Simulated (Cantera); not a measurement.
An adiabatic, constant-pressure homogeneous reactor starts with CO : H₂ : CH₄ : O₂ : N₂ : CO₂ = 1 : 1.5 : 0.035 : 1.81 : 6.8 : 1.8 (molar parts), at 1550 K and 1000000 Pa. Integrator tolerance rtol = 1e-08.

Computed with Cantera and GRI-Mech 3.0 (53 species, 325 reactions).

| quantity | before | after |
|---|---|---|
| time of steepest temperature rise | 1.89 µs | 2.31 µs |
| temperature at 0.300 s | 2637 K | 2611 K |
| equilibrium temperature | 2637 K | 2611 K |
| x(CO) at 0.300 s | 0.0235 (gas-phase equilibrium 0.0235) | 0.0212 (gas-phase equilibrium 0.0212) |
| x(H₂) at 0.300 s | 0.00209 (gas-phase equilibrium 0.00209) | 0.00189 (gas-phase equilibrium 0.00189) |
| x(CH₄) at 0.300 s | <1e-12 (gas-phase equilibrium <1e-12) | <1e-12 (gas-phase equilibrium <1e-12) |
| x(C₂H₆) at 0.300 s | <1e-12 (gas-phase equilibrium <1e-12) | <1e-12 (gas-phase equilibrium <1e-12) |
| x(C₂H₂) at 0.300 s | <1e-12 (gas-phase equilibrium <1e-12) | <1e-12 (gas-phase equilibrium <1e-12) |
| x(OH) at 0.300 s | 0.00931 (gas-phase equilibrium 0.00931) | 0.00865 (gas-phase equilibrium 0.00865) |
| x(CH₂CO) at 0.300 s | <1e-12 (gas-phase equilibrium <1e-12) | <1e-12 (gas-phase equilibrium <1e-12) |

### Question
Which change was made?
A) initial temperature 1550 to 1500 K
B) H2 1.5 to 0.73 parts
C) initial temperature 1550 to 1823 K
D) initial temperature 1550 to 1050 K

### Answer
A, initial temperature 1550 to 1500 K
